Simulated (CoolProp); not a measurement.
Hexamethyldisiloxane (MM) along the isotherm 620 K: fugacity coefficient from the reference equation and from simpler models built on Tc = 518.7 K, pc = 1.931 MPa, ω = 0.418; each cubic takes its own stable root.

Values from CoolProp's reference Helmholtz-energy equation of state, Thol 2016.

```
p (MPa)          phase  reference
-------  -------------  ---------
0.0305             gas     0.9971
0.0579             gas     0.9944
0.11               gas     0.9895
0.208              gas     0.9801
0.394              gas     0.9626
0.748              gas     0.9298
1.42               gas     0.8704
2.69     supercritical     0.7693
5.09     supercritical     0.6217
9.66     supercritical     0.4935
```

**Question.** How far does each simpler model (van der Waals, Redlich-Kwong, Soave-Redlich-Kwong) lie from the reference over these 10 states: mean and median of the absolute difference, and the worst?

**Answer.** 
- van der Waals: mean 2.0 %, median 0.2 %, worst -9.3 % at 620 K and 5.09 MPa
- Redlich-Kwong: mean 2.1 %, median 0.5 %, worst -8.1 % at 620 K and 9.66 MPa
- Soave-Redlich-Kwong: mean 2.0 %, median 0.6 %, worst +9.7 % at 620 K and 9.66 MPa
